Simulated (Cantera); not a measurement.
## Adiabatic ignition

An adiabatic, constant-volume homogeneous reactor starts with 3.74 % C₂H₄, 18.1 % O₂, 68.1 % N₂, 10.1 % CO₂, equivalence ratio 0.62, at 1375 K and 100000 Pa.

Cantera simulation using GRI-Mech 3.0 (53 species, 325 reactions); the numbers are that mechanism's predictions, not measurements. GRI-Mech 3.0 was tuned for natural gas; its chemistry of ethylene as a main component is partial and can be far from experiment.

```json
[
 {"t (s)": "6.00e-6", "T (K)": "1375", "P (bar)": "1.000", "x C₂H₄": "0.0374", "x O₂": "0.181", "x CO₂": "0.101", "x CH₄": "5.20e-12", "x C₂H": "<1e-12", "x C₂H₂": "2.21e-7"},
 {"t (s)": "1.27e-5", "T (K)": "1375", "P (bar)": "1.000", "x C₂H₄": "0.0374", "x O₂": "0.181", "x CO₂": "0.101", "x CH₄": "8.21e-11", "x C₂H": "<1e-12", "x C₂H₂": "4.68e-7"},
 {"t (s)": "2.68e-5", "T (K)": "1375", "P (bar)": "1.000", "x C₂H₄": "0.0374", "x O₂": "0.181", "x CO₂": "0.101", "x CH₄": "3.87e-9", "x C₂H": "<1e-12", "x C₂H₂": "1.01e-6"},
 {"t (s)": "5.65e-5", "T (K)": "1380", "P (bar)": "1.00", "x C₂H₄": "0.0363", "x O₂": "0.180", "x CO₂": "0.101", "x CH₄": "1.27e-5", "x C₂H": "1.05e-9", "x C₂H₂": "4.78e-5"},
 {"t (s)": "0.000119", "T (K)": "2297", "P (bar)": "1.73", "x C₂H₄": "<1e-12", "x O₂": "0.0821", "x CO₂": "0.126", "x CH₄": "<1e-12", "x C₂H": "<1e-12", "x C₂H₂": "<1e-12"},
 {"t (s)": "0.000252", "T (K)": "2506", "P (bar)": "1.86", "x C₂H₄": "<1e-12", "x O₂": "0.0774", "x CO₂": "0.143", "x CH₄": "<1e-12", "x C₂H": "<1e-12", "x C₂H₂": "<1e-12"},
 {"t (s)": "0.000533", "T (K)": "2580", "P (bar)": "1.91", "x C₂H₄": "<1e-12", "x O₂": "0.0750", "x CO₂": "0.150", "x CH₄": "<1e-12", "x C₂H": "<1e-12", "x C₂H₂": "<1e-12"},
 {"t (s)": "0.00113", "T (K)": "2582", "P (bar)": "1.91", "x C₂H₄": "<1e-12", "x O₂": "0.0741", "x CO₂": "0.150", "x CH₄": "<1e-12", "x C₂H": "<1e-12", "x C₂H₂": "<1e-12"},
 {"t (s)": "0.00238", "T (K)": "2579", "P (bar)": "1.91", "x C₂H₄": "<1e-12", "x O₂": "0.0728", "x CO₂": "0.150", "x CH₄": "<1e-12", "x C₂H": "<1e-12", "x C₂H₂": "<1e-12"},
 {"t (s)": "0.00502", "T (K)": "2573", "P (bar)": "1.90", "x C₂H₄": "<1e-12", "x O₂": "0.0710", "x CO₂": "0.151", "x CH₄": "<1e-12", "x C₂H": "<1e-12", "x C₂H₂": "<1e-12"},
 {"t (s)": "0.0106", "T (K)": "2568", "P (bar)": "1.90", "x C₂H₄": "<1e-12", "x O₂": "0.0692", "x CO₂": "0.151", "x CH₄": "<1e-12", "x C₂H": "<1e-12", "x C₂H₂": "<1e-12"},
 {"t (s)": "0.0224", "T (K)": "2566", "P (bar)": "1.90", "x C₂H₄": "<1e-12", "x O₂": "0.0686", "x CO₂": "0.151", "x CH₄": "<1e-12", "x C₂H": "<1e-12", "x C₂H₂": "<1e-12"},
 {"t (s)": "0.0473", "T (K)": "2566", "P (bar)": "1.90", "x C₂H₄": "<1e-12", "x O₂": "0.0686", "x CO₂": "0.151", "x CH₄": "<1e-12", "x C₂H": "<1e-12", "x C₂H₂": "<1e-12"},
 {"t (s)": "0.100", "T (K)": "2566", "P (bar)": "1.90", "x C₂H₄": "<1e-12", "x O₂": "0.0686", "x CO₂": "0.151", "x CH₄": "<1e-12", "x C₂H": "<1e-12", "x C₂H₂": "<1e-12"}
]
```
x: mole fraction; the columns are a selection and need not sum to one.

The time of steepest temperature rise is 74.4 µs, the temperature at 0.100 s is 2566 K and the equilibrium temperature is 2566 K. The x(C₂H₄) at 0.100 s comes out as <1e-12 (gas-phase equilibrium <1e-12) and the x(O₂) at 0.100 s comes out as 0.0686 (gas-phase equilibrium 0.0686). The x(CO₂) at 0.100 s is 0.151 (gas-phase equilibrium 0.151).
